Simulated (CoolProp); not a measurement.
Vapour-liquid equilibrium of R113 (1) + n-hexane (2) at 267.1 K; x and y are mole fractions of (1).

Computed with CoolProp (multi-fluid Helmholtz-energy mixture model, Marx 1992 and Thol 2019; pair parameters Bell 2016).

```
x     bubble pressure (MPa)  y at the bubble point  dew pressure at overall composition x (MPa)  liquid density (mol/L)
----  ---------------------  ---------------------  -------------------------------------------  ----------------------
0.05               0.004939                  0.165                                          ___                     ___
0.2                0.006456                    ___                                          ___                   8.058
0.35               0.007641                  0.610                                     0.005830                     ___
0.5                0.008612                  0.719                                          ___                   8.286
0.65                    ___                  0.806                                     0.007984                   8.410
0.8                 0.01020                  0.887                                     0.009387                   8.542
0.95                0.01091                  0.970                                      0.01074                   8.681
```

Task: Some entries are withheld; supply them.

Result: 
- 0.05, dew pressure at overall composition x (MPa): 0.004500
- 0.05, liquid density (mol/L): 7.953
- 0.2, y at the bubble point: 0.453
- 0.2, dew pressure at overall composition x (MPa): 0.005086
- 0.35, liquid density (mol/L): 8.169
- 0.5, dew pressure at overall composition x (MPa): 0.006782
- 0.65, bubble pressure (MPa): 0.009449

No azeotrope shows between x = 0.05 and 0.95.

The pair parameters rest on a limited set of measurements; away from them the model extrapolates.
